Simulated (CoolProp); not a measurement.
Vapour-liquid equilibrium of dimethyl ether (1) + ethanol (2) at 22.1 kPa; x and y are mole fractions of (1).

The numbers come from the multi-fluid Helmholtz-energy mixture model, Wu 2011 and Schroeder 2014; pair parameters Bell 2016 in CoolProp.

| x | bubble temperature (K) | y at the bubble point | dew temperature at overall composition x (K) | liquid density (mol/L) |
|---|---|---|---|---|
| 0.05 | 269.8 | 0.945 | 316.3 | 17.48 |
| 0.15 | 244.6 | 0.993 | 314.1 | 17.81 |
| 0.25 | 235.3 | 0.998 | 311.7 | 17.84 |
| 0.35 | 230.3 | 0.999 | 309.0 | 17.79 |
| 0.45 | 227.1 | 0.999 | 305.9 | 17.70 |
| 0.55 | 224.9 | 0.999 | 302.3 | 17.59 |
| 0.65 | 223.3 | 1.000 | 297.9 | 17.45 |
| 0.75 | 221.9 | 1.000 | 292.3 | 17.29 |
| 0.85 | 220.5 | 1.000 | 284.2 | 17.12 |
| 0.95 | 219.1 | 1.000 | 268.5 | 16.93 |

No azeotrope shows between x = 0.05 and 0.95.

Pair parameters are fitted to limited data, so mixtures are less certain than the pure fluids. With so large a gap from Raoult's law the liquid may split in two, which this calculation doesn't test in full.
